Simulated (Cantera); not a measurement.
A perfectly stirred reactor is fed with C₂H₆ : N₂ = 1 : 2.8 (molar parts), at 750 Torr; it is held at 1673 K, and followed from long to short residence time.

Computed with Cantera and GRI-Mech 3.0 (53 species, 325 reactions). GRI-Mech 3.0 stops at C3 and has no aromatics, soot or wall deposition, so with more carbon than oxygen in the feed, carbon stays in small species such as C2H2 where larger ones or solid carbon would form.

**Question.** What does this change do: N2 2.8 to 0.98 parts?

**Answer.** 
```csv
quantity,before,after
x(C₂H₆) at τ = 24.0 s,3.66e-6,9.62e-6
x(H) at τ = 24.0 s,6.60e-5,7.91e-5
x(H₂) at τ = 24.0 s,0.327,0.473
x(C₂H₄) at τ = 24.0 s,0.00324,0.00678
x(CH₂) at τ = 24.0 s,1.10e-8,1.51e-8
x(C₂H₆) at τ = 0.210 s,8.24e-5,0.000117
x(H) at τ = 0.210 s,7.86e-5,9.15e-5
x(H₂) at τ = 0.210 s,0.295,0.436
x(C₂H₄) at τ = 0.210 s,0.00329,0.00679
x(CH₂) at τ = 0.210 s,5.63e-8,5.33e-8
```

**Question.** What does this change do: temperature 1673 to 1450 K?

**Answer.** 
```json
[
 {"quantity": "x(C₂H₆) at τ = 24.0 s", "before": "3.66e-6", "after": "7.10e-5"},
 {"quantity": "x(H) at τ = 24.0 s", "before": "6.60e-5", "after": "5.12e-6"},
 {"quantity": "x(H₂) at τ = 24.0 s", "before": "0.327", "after": "0.251"},
 {"quantity": "x(C₂H₄) at τ = 24.0 s", "before": "0.00324", "after": "0.0162"},
 {"quantity": "x(CH₂) at τ = 24.0 s", "before": "1.10e-8", "after": "4.67e-10"},
 {"quantity": "x(C₂H₆) at τ = 0.210 s", "before": "8.24e-5", "after": "0.000845"},
 {"quantity": "x(H) at τ = 0.210 s", "before": "7.86e-5", "after": "1.58e-5"},
 {"quantity": "x(H₂) at τ = 0.210 s", "before": "0.295", "after": "0.254"},
 {"quantity": "x(C₂H₄) at τ = 0.210 s", "before": "0.00329", "after": "0.0224"},
 {"quantity": "x(CH₂) at τ = 0.210 s", "before": "5.63e-8", "after": "3.86e-9"}
]
```
